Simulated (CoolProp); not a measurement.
Vapour-liquid equilibrium of R114 (1) + n-pentane (2) at 358.2 K; x and y are mole fractions of (1).

The numbers come from the multi-fluid Helmholtz-energy mixture model, Platzer 1990 and Thol 2019; pair parameters Bell 2016 in CoolProp. This equation is an older, rougher fit; its heat capacities, sound speeds and derivatives of the liquid may be far off and weren't checked against measurements.

Give the bubble pressure and the first vapour's composition at x = 0.35, 0.55, 0.95. Is there an azeotrope?

x = 0.35: 0.7134 MPa, y = 0.564; x = 0.55: 0.8344 MPa, y = 0.712; x = 0.95: 1.021 MPa, y = 0.964. No azeotrope shows between x = 0.05 and 0.95.

Pair parameters are fitted to limited data, so mixtures are less certain than the pure fluids.
